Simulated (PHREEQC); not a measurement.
Consider water at 74 °C with 0.0016 mol/kgw TMAH and 0.00012 mol/kgw Na2SiO3. Closed to the air; pH follows from the charge balance.

All values are PHREEQC results (ion-association model, phreeqc.dat), not measurements.

```csv
quantity,before,after
pH,9.93,7.97
H3SiO4- (mol/kgw),9.82e-5,5.63e-8
H4SiO4 (mol/kgw),2.11e-5,1.14e-6
SI of Quartz (SiO2),-1.32,-2.58
```

Problem. What was changed between the two runs?
A. Na2SiO3 from 0.00012 to 2.4e-05 mol/kgw
B. TMAH from 0.0016 to 0.00176 mol/kgw
C. diluted 100-fold with water
D. temperature from 74 to 70 °C
E. temperature from 74 to 60 °C

Solution. C, diluted 100-fold with water

No solid was allowed to form. (CH3)4N+ isn't in the database: it is added as a free cation with an ion size of 4 Å. Constants without temperature data keep their 25 °C values here.
